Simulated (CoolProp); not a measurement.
cis-2-butene along the isobar 0.269 MPa: Z from the reference equation and from simpler models built on Tc = 435.8 K, pc = 4.236 MPa, ω = 0.202; each cubic takes its own stable root.

Values from CoolProp's reference Helmholtz-energy equation of state, Lemmon 2005. It is a short technical equation, of lower accuracy than the large ones.

```tsv
T (K)	phase	reference	van der Waals	Redlich-Kwong	Soave-Redlich-Kwong
292.5	liquid	0.009973	0.9500	0.01110	0.01079
311.9	gas	0.9275	0.9571	0.9423	0.9377
331.3	gas	0.9422	0.9628	0.9515	0.9481
350.7	gas	0.9529	0.9676	0.9588	0.9563
370	gas	0.9610	0.9715	0.9647	0.9630
389.4	gas	0.9673	0.9748	0.9695	0.9684
408.8	gas	0.9722	0.9776	0.9735	0.9730
428.1	gas	0.9762	0.9800	0.9769	0.9767
447.5	gas	0.9795	0.9821	0.9797	0.9799
466.9	gas	0.9822	0.9839	0.9821	0.9826
486.3	gas	0.9845	0.9854	0.9842	0.9849
505.6	gas	0.9864	0.9868	0.9859	0.9869
525	gas	0.9880	0.9880	0.9875	0.9886
```

At some of these states van der Waals gives the other phase, because its saturation line lies elsewhere.
